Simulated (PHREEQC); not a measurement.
**Acid mine or pickling water (model solution)**

Model water analysis in mg/L, 30 °C, pH 3.48, pe 9.1:

```csv
constituent,mg/L
Na,1000
K,64.4
Ca,39.7
Mg,158
Cl,300
S(6) as SO4,2720
Si as SiO2,42.3
```

Valence states are taken as typed.

The numbers come from PHREEQC with the ion-association model, phreeqc.dat.

This is a speciation only: nothing precipitates in the calculation.

### Question
Estimate the ionic strength, density, specific conductance.

### Answer
ionic strength 0.0798 mol/kgw; density 0.999 g/cm³; specific conductance 6080 µS/cm.

### Question
In which forms is S present?

### Answer
SO4-2 79 %, MgSO4 11 %, NaSO4- 6.7 %, HSO4- 1.4 %, CaSO4 1.4 % of the S.

The solution is supersaturated, for example in Quartz (slow to form), Chalcedony (slow to form), so a real one may precipitate; this is no full list.
